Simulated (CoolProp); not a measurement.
R1132(E) at 298.15 K and 0.989 MPa is throttled through a valve to 0.0545 MPa with no heat exchange. Each further row changes one setting.

Model: reference Helmholtz-energy equation of state, Akasaka 2024, in CoolProp.

| case | temperature change (K) | final density (kg/m³) |
|---|---|---|
| as stated | -16.9 | 1.50 |
| outlet pressure 0.0163 MPa | -17.6 | 0.449 |
| outlet pressure 0.0708 MPa | -16.6 | 1.96 |
